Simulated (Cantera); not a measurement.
# Ignition delay

Mixture: CO : H2 : CH4 : O2 : N2 = 1 : 0.24 : 0.068 : 0.378 : 1.42 (molar parts), at 7500 Torr, adiabatic and at constant volume. Ignition delay is the time to a rise of 400 K.

Detailed kinetics in Cantera: GRI-Mech 3.0 (53 species, 325 reactions). Where the delays flatten at high temperature, the 400 K rule measures the pace of heat release, not the induction time.

```
T0 (K)  delay (ms)
------  ----------
1250        0.0317
1325        0.0158
1400       0.00915
1475       0.00588
1550       0.00407
1625       0.00299
1700       0.00230
1775       0.00182
1850       0.00148
1925       0.00122
```

```json
{
 "apparent activation energy between 1775 and 1925 K": "76 kJ/mol"
}
```
